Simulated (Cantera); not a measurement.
**Equilibrium for silicon oxide and oxynitride deposition: HMDSO + H2O + N2**

A closed system holds: 1 mol HMDSO, 0.58 mol H2O, 2.1 mol N2, equilibrated at 750 Torr.

Cantera equilibrium calculation (NASA polynomials, part measured and part estimated; ideal gas, pure solids and liquids). Candidate condensed phases: C, C6H6, C7H8, C8H18, H2O, Si, SiC, SiO2, Si2N2O, Si3N4; 151 gas species. The feed counts by its element totals alone. Mutual solubility and eutectic melting of coexisting phases are not modelled. Kinetics and transport are ignored.

| T (K) | x H2 | x N2 | x CO | x HCN | x CH4 | n C(graphite) | n Si2N2O(s) | n SiC(s) |
|---|---|---|---|---|---|---|---|---|
| 1575 | 0.849 | 0.0976 | 0.0515 | 0.000503 | 0.00131 | 5.40 | 1.000 | 0 |
| 1625 | 0.849 | 0.0975 | 0.0515 | 0.000686 | 0.00106 | 5.40 | 1.000 | 0 |
| 1675 | 0.849 | 0.0973 | 0.0515 | 0.000916 | 0.000869 | 5.40 | 1.000 | 0 |
| 1725 | 0.849 | 0.0972 | 0.0514 | 0.00120 | 0.000720 | 5.40 | 0.999 | 0 |
| 1775 | 0.778 | 0.130 | 0.0886 | 0.00173 | 0.000506 | 3.86 | 0.486 | 1.02 |
| 1825 | 0.720 | 0.157 | 0.118 | 0.00233 | 0.000368 | 2.40 | 0 | 1.99 |
| 1875 | 0.720 | 0.157 | 0.118 | 0.00293 | 0.000314 | 2.39 | 0 | 1.99 |
| 1925 | 0.719 | 0.156 | 0.118 | 0.00364 | 0.000270 | 2.38 | 0 | 1.99 |
x: gas mole fraction; n: condensed amount in mol.

From 1575 K to 1725 K the condensed part is C(graphite) + Si2N2O(s). At 1775 K the condensed part is C(graphite) + SiC(s) + Si2N2O(s). From 1825 K to 1925 K the condensed part is C(graphite) + SiC(s). The main Si-bearing gas is SiO throughout.
